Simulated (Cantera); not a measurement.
**Silicon oxide and oxynitride deposition: SiH4 + O3 + N2**

Feed: 1 mol SiH4, 0.25 mol O3, 82 mol N2, at 31.5 Torr.

Equilibrium computed with Cantera from the NASA thermochemical tables; the gas is ideal and each condensed phase is pure. Candidate condensed phases: H2O, Si, SiO2, Si2N2O, Si3N4; 35 gas species. Mutual solubility and eutectic melting of coexisting phases are not modelled. The tables' values for SiN are old estimates; treat these amounts as uncertain. Kinetics and transport are ignored.

```json
[
 {"T (K)": "1823", "x N2": "0.969", "x H2": "0.0235", "x SiO": "0.00759", "x Si": "4.86e-5", "x H": "0.000324", "x Si2N": "2.94e-6", "n Si2N2O(s)": "0.109", "n Si3N4(s)": "0.0453", "n Si(l)": "0"},
 {"T (K)": "1848", "x N2": "0.967", "x H2": "0.0234", "x SiO": "0.00886", "x Si": "8.96e-5", "x H": "0.000396", "x Si2N": "6.38e-6", "n Si2N2O(s)": "0", "n Si3N4(s)": "0.0801", "n Si(l)": "0"},
 {"T (K)": "1873", "x N2": "0.967", "x H2": "0.0234", "x SiO": "0.00886", "x Si": "0.000162", "x H": "0.000482", "x Si2N": "1.35e-5", "n Si2N2O(s)": "0", "n Si3N4(s)": "0.0774", "n Si(l)": "0"},
 {"T (K)": "1898", "x N2": "0.967", "x H2": "0.0233", "x SiO": "0.00886", "x Si": "0.000290", "x H": "0.000583", "x Si2N": "2.82e-5", "n Si2N2O(s)": "0", "n Si3N4(s)": "0.0726", "n Si(l)": "0"},
 {"T (K)": "1923", "x N2": "0.967", "x H2": "0.0232", "x SiO": "0.00884", "x Si": "0.000404", "x H": "0.000700", "x Si2N": "3.63e-5", "n Si2N2O(s)": "0", "n Si3N4(s)": "0", "n Si(l)": "0.206"},
 {"T (K)": "1948", "x N2": "0.967", "x H2": "0.0231", "x SiO": "0.00884", "x Si": "0.000553", "x H": "0.000839", "x Si2N": "4.55e-5", "n Si2N2O(s)": "0", "n Si3N4(s)": "0", "n Si(l)": "0.190"},
 {"T (K)": "1973", "x N2": "0.966", "x H2": "0.0231", "x SiO": "0.00884", "x Si": "0.000751", "x H": "0.001000", "x Si2N": "5.67e-5", "n Si2N2O(s)": "0", "n Si3N4(s)": "0", "n Si(l)": "0.170"},
 {"T (K)": "1998", "x N2": "0.966", "x H2": "0.0230", "x SiO": "0.00883", "x Si": "0.00101", "x H": "0.00119", "x Si2N": "7.02e-5", "n Si2N2O(s)": "0", "n Si3N4(s)": "0", "n Si(l)": "0.143"},
 {"T (K)": "2023", "x N2": "0.965", "x H2": "0.0228", "x SiO": "0.00883", "x Si": "0.00135", "x H": "0.00140", "x Si2N": "8.65e-5", "n Si2N2O(s)": "0", "n Si3N4(s)": "0", "n Si(l)": "0.109"},
 {"T (K)": "2048", "x N2": "0.965", "x H2": "0.0227", "x SiO": "0.00883", "x Si": "0.00180", "x H": "0.00165", "x Si2N": "0.000106", "n Si2N2O(s)": "0", "n Si3N4(s)": "0", "n Si(l)": "0.0641"},
 {"T (K)": "2073", "x N2": "0.964", "x H2": "0.0225", "x SiO": "0.00882", "x Si": "0.00237", "x H": "0.00193", "x Si2N": "0.000129", "n Si2N2O(s)": "0", "n Si3N4(s)": "0", "n Si(l)": "0.00688"}
]
```
x: gas mole fraction; n: condensed amount in mol.

At 1823 K the condensed part is Si2N2O(s) + Si3N4(s). From 1848 K to 1898 K the condensed part is Si3N4(s). From 1923 K to 2073 K the condensed part is Si(l). The main Si-bearing gas is SiO throughout. The share of Si in condensed phases is highest at 1823 K (35.4 %) and lowest at 2073 K (0.7 %).
